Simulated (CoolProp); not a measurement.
Vapour-liquid equilibrium of 1-butene (1) + n-butane (2) at 195.1 K; x and y are mole fractions of (1).

The numbers come from the multi-fluid Helmholtz-energy mixture model, Lemmon 2005 and Bücker 2006; pair parameters Bell 2016 in CoolProp.

| x | bubble pressure (MPa) | y at the bubble point | dew pressure at overall composition x (MPa) | liquid density (mol/L) |
|---|---|---|---|---|
| 0.05 | 0.001337 | 0.069 | 0.001329 | 11.72 |
| 0.125 | 0.001377 | 0.168 | 0.001359 | 11.78 |
| 0.2 | 0.001419 | 0.262 | 0.001391 | 11.84 |
| 0.275 | 0.001460 | 0.350 | 0.001425 | 11.90 |
| 0.35 | 0.001501 | 0.433 | 0.001460 | 11.96 |
| 0.425 | 0.001541 | 0.511 | 0.001497 | 12.03 |
| 0.5 | 0.001580 | 0.583 | 0.001536 | 12.09 |
| 0.575 | 0.001618 | 0.652 | 0.001576 | 12.15 |
| 0.65 | 0.001653 | 0.717 | 0.001617 | 12.22 |
| 0.725 | 0.001687 | 0.779 | 0.001658 | 12.29 |
| 0.8 | 0.001719 | 0.840 | 0.001698 | 12.35 |
| 0.875 | 0.001749 | 0.900 | 0.001737 | 12.42 |
| 0.95 | 0.001776 | 0.960 | 0.001772 | 12.49 |

No azeotrope shows between x = 0.05 and 0.95.

Pair parameters are fitted to limited data, so mixtures are less certain than the pure fluids.
